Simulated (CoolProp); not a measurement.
n-hexane at 487.91 K and 6.13 MPa is throttled through a valve to 1.07 MPa with no heat exchange. Each further row changes one setting.

Computed with CoolProp (reference Helmholtz-energy equation of state, Thol 2019).

| case | temperature change (K) | final phase | final density (kg/m³) |
|---|---|---|---|
| as stated | -46.0 | two-phase, vapour fraction 0.596 | 53.7 |
| outlet pressure 0.321 MPa | -100.6 | gas | 9.59 |
| outlet pressure 1.39 MPa | -30.9 | two-phase, vapour fraction 0.435 | 92.5 |
